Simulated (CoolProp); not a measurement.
Vapour-liquid equilibrium of methanol (1) + ethanol (2) at 127.65 °C; x and y are mole fractions of (1).

The numbers come from the multi-fluid Helmholtz-energy mixture model, de Reuck 1993 and Schroeder 2014; pair parameters Bell 2016 in CoolProp.

Question: Give the bubble pressure and the first vapour's composition at x = 0.35, 0.65, 0.8. Is there an azeotrope?

Answer: x = 0.35: 6.207 bar, y = 0.425; x = 0.65: 6.935 bar, y = 0.720; x = 0.8: 7.332 bar, y = 0.849. No azeotrope shows between x = 0.05 and 0.95.

The pair parameters rest on a limited set of measurements; away from them the model extrapolates.
